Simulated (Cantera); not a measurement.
## Ammonia decomposition in nitride growth gas

An isothermal, constant-pressure homogeneous reactor starts with NH₃ : H₂ = 1 : 0.77 (molar parts), at 1998 K and 1.00 atm.

Detailed kinetics in Cantera: the gas-phase N/H chemistry of the illustrative SiF4/NH3 mechanism in the Surface Chemkin manual (1991). Walls and surfaces, which speed up NH3 decomposition in real reactors, are not modelled.

| t (s) | x NH₃ | x H₂ | x N₂ | x N₂H₂ | x N₂H₄ |
|---|---|---|---|---|---|
| 0.000700 | 0.553 | 0.442 | 0.00339 | 3.33e-6 | 3.19e-7 |
| 0.00170 | 0.536 | 0.454 | 0.00878 | 3.18e-6 | 3.06e-7 |
| 0.00414 | 0.498 | 0.480 | 0.0210 | 2.86e-6 | 2.77e-7 |
| 0.0101 | 0.420 | 0.533 | 0.0460 | 2.25e-6 | 2.20e-7 |
| 0.0245 | 0.289 | 0.622 | 0.0880 | 1.36e-6 | 1.32e-7 |
| 0.0596 | 0.134 | 0.727 | 0.137 | 5.13e-7 | 4.59e-8 |
| 0.145 | 0.0329 | 0.796 | 0.170 | 8.41e-8 | 6.03e-9 |
| 0.352 | 0.00492 | 0.815 | 0.179 | 4.69e-9 | 2.68e-10 |
| 0.857 | 0.00115 | 0.817 | 0.180 | 3.02e-10 | 1.65e-11 |
| 2.09 | 0.000387 | 0.818 | 0.180 | 3.50e-11 | 1.88e-12 |
| 5.07 | 0.000148 | 0.818 | 0.180 | 5.48e-12 | <1e-12 |
| 12.3 | 5.91e-5 | 0.818 | 0.180 | 1.24e-12 | <1e-12 |
| 30.0 | 2.45e-5 | 0.818 | 0.180 | <1e-12 | <1e-12 |
x: mole fraction; the columns are a selection and need not sum to one.

Equilibrium at this temperature and pressure: NH₃ 6.40e-6, H₂ 0.818, N₂ 0.180, N₂H₂ <1e-12, N₂H₄ <1e-12 (gas phase only).
